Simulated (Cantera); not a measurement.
Mixture: CH4 : H2 : O2 : N2 = 1 : 0.089 : 4.44 : 16.7 (molar parts), equivalence ratio 0.46, at 2.37 atm, adiabatic and at constant volume. Ignition delay is the time to a rise of 400 K.

Detailed kinetics in Cantera: GRI-Mech 3.0 (53 species, 325 reactions).

**Question.** What does this change do: pressure from 2.37 atm to 0.878 atm?

**Answer.** 
```tsv
quantity	before	after
delay at 1273 K	2.55 ms	5.72 ms
delay at 1423 K	0.575 ms	1.25 ms
delay at 1573 K	0.167 ms	0.384 ms
delay at 1723 K	61.6 µs	0.150 ms
apparent activation energy between 1648 and 1798 K	150 kJ/mol	140 kJ/mol
```

**Question.** What does this change do: pressure from 2.37 atm to 1.00 atm?

**Answer.** 
| quantity | before | after |
|---|---|---|
| delay at 1273 K | 2.55 ms | 5.17 ms |
| delay at 1423 K | 0.575 ms | 1.13 ms |
| delay at 1573 K | 0.167 ms | 0.344 ms |
| delay at 1723 K | 61.6 µs | 0.133 ms |
| apparent activation energy between 1648 and 1798 K | 150 kJ/mol | 140 kJ/mol |

**Question.** What does this change do: pressure from 2.37 atm to 4.93 atm?

**Answer.** 
```json
[
 {"quantity": "delay at 1273 K", "before": "2.55 ms", "after": "1.32 ms"},
 {"quantity": "delay at 1423 K", "before": "0.575 ms", "after": "0.317 ms"},
 {"quantity": "delay at 1573 K", "before": "0.167 ms", "after": "92.2 µs"},
 {"quantity": "delay at 1723 K", "before": "61.6 µs", "after": "33.0 µs"},
 {"quantity": "apparent activation energy between 1648 and 1798 K", "before": "150 kJ/mol", "after": "150 kJ/mol"}
]
```
